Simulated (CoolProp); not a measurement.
Vapour pressure (MPa) of R1234ze(E): the reference equation beside estimates from Tc = 382.5 K, pc = 3.635 MPa, ω = 0.313. Clausius-Clapeyron is anchored at 291.5 K with a constant enthalpy of vaporisation of 19.59 kJ/mol.

The numbers come from the reference Helmholtz-energy equation of state, Thol 2016 in CoolProp.

```json
[
 {"T (K)": "231.4", "reference": "0.03344", "Lee-Kesler": "0.03267", "Clausius-Clapeyron": "0.04968", "van der Waals": "0.3310", "Redlich-Kwong": "0.08109", "Soave-Redlich-Kwong": "0.03294", "Peng-Robinson": "0.03372"},
 {"T (K)": "243.5", "reference": "0.06214", "Lee-Kesler": "0.06128", "Clausius-Clapeyron": "0.08242", "van der Waals": "0.4407", "Redlich-Kwong": "0.1350", "Soave-Redlich-Kwong": "0.06150", "Peng-Robinson": "0.06228"},
 {"T (K)": "255.5", "reference": "0.1073", "Lee-Kesler": "0.1066", "Clausius-Clapeyron": "0.1298", "van der Waals": "0.5712", "Redlich-Kwong": "0.2113", "Soave-Redlich-Kwong": "0.1067", "Peng-Robinson": "0.1072"},
 {"T (K)": "267.5", "reference": "0.1750", "Lee-Kesler": "0.1750", "Clausius-Clapeyron": "0.1964", "van der Waals": "0.7250", "Redlich-Kwong": "0.3152", "Soave-Redlich-Kwong": "0.1749", "Peng-Robinson": "0.1744"},
 {"T (K)": "279.5", "reference": "0.2719", "Lee-Kesler": "0.2730", "Clausius-Clapeyron": "0.2867", "van der Waals": "0.9038", "Redlich-Kwong": "0.4519", "Soave-Redlich-Kwong": "0.2729", "Peng-Robinson": "0.2710"},
 {"T (K)": "291.5", "reference": "0.4056", "Lee-Kesler": "0.4082", "Clausius-Clapeyron": "0.4056", "van der Waals": "1.109", "Redlich-Kwong": "0.6262", "Soave-Redlich-Kwong": "0.4087", "Peng-Robinson": "0.4044"},
 {"T (K)": "303.6", "reference": "0.5860", "Lee-Kesler": "0.5899", "Clausius-Clapeyron": "0.5599", "van der Waals": "1.343", "Redlich-Kwong": "0.8448", "Soave-Redlich-Kwong": "0.5923", "Peng-Robinson": "0.5849"},
 {"T (K)": "315.6", "reference": "0.8188", "Lee-Kesler": "0.8238", "Clausius-Clapeyron": "0.7521", "van der Waals": "1.605", "Redlich-Kwong": "1.109", "Soave-Redlich-Kwong": "0.8299", "Peng-Robinson": "0.8187"},
 {"T (K)": "327.6", "reference": "1.115", "Lee-Kesler": "1.120", "Clausius-Clapeyron": "0.9887", "van der Waals": "1.896", "Redlich-Kwong": "1.424", "Soave-Redlich-Kwong": "1.132", "Peng-Robinson": "1.117"},
 {"T (K)": "339.6", "reference": "1.486", "Lee-Kesler": "1.490", "Clausius-Clapeyron": "1.275", "van der Waals": "2.218", "Redlich-Kwong": "1.795", "Soave-Redlich-Kwong": "1.510", "Peng-Robinson": "1.491"},
 {"T (K)": "351.7", "reference": "1.946", "Lee-Kesler": "1.950", "Clausius-Clapeyron": "1.619", "van der Waals": "2.575", "Redlich-Kwong": "2.230", "Soave-Redlich-Kwong": "1.976", "Peng-Robinson": "1.956"}
]
```

Absolute difference from the reference over all 11 rows, mean and median: Lee-Kesler 0.7 and 0.6 %, Clausius-Clapeyron 15.9 and 12.2 %, van der Waals 275.3 and 173.4 %, Redlich-Kwong 63.6 and 54.4 %, Soave-Redlich-Kwong 1.0 and 1.1 %, Peng-Robinson 0.3 and 0.3 %.
